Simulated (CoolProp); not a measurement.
Aqueous ethanol as a coolant, at -1 °C, 1 atm.

Values from CoolProp's Melinder's fits for secondary coolants.

| mass % | freezing point (°C) | viscosity (mPa s) | Prandtl number | density (kg/m³) | cp (kJ/(kg K)) |
|---|---|---|---|---|---|
| 5.7 | -2.3 | 2.70 | 22.3 | 990.1 | 4.351 |
| 12.1 | -5.6 | 3.91 | 35.3 | 982.9 | 4.418 |
| 18.6 | -10.0 | 5.26 | 50.8 | 977.2 | 4.389 |
| 25.1 | -15.5 | 6.46 | 65.6 | 971.1 | 4.279 |
| 31.5 | -21.6 | 7.22 | 76.3 | 963.5 | 4.120 |
| 38 | -27.7 | 7.49 | 81.8 | 953.6 | 3.940 |
| 44.5 | -33.4 | 7.30 | 82.4 | 941.6 | 3.764 |
| 51 | -38.3 | 6.80 | 79.4 | 928.0 | 3.596 |
| 57.4 | -42.9 | 6.14 | 73.5 | 913.9 | 3.412 |
